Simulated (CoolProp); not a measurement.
Aqueous magnesium chloride as a coolant, at 10 °C, 1 atm.

Model: Melinder's fits for secondary coolants, in CoolProp.

```csv
mass %,freezing point (°C),density (kg/m³),cp (kJ/(kg K)),Prandtl number,conductivity (W/(m K))
5.5,-3.4,1047,3.853,10.9,0.570
8.3,-6.1,1071,3.689,11.9,0.563
11.1,-9.9,1096,3.530,13.6,0.556
13.9,-14.7,1122,3.379,15.5,0.548
16.7,-20.3,1147,3.237,17.1,0.540
19.5,-27.3,1174,3.105,19.7,0.532
22.3,-36.6,1203,2.980,30.3,0.523
```
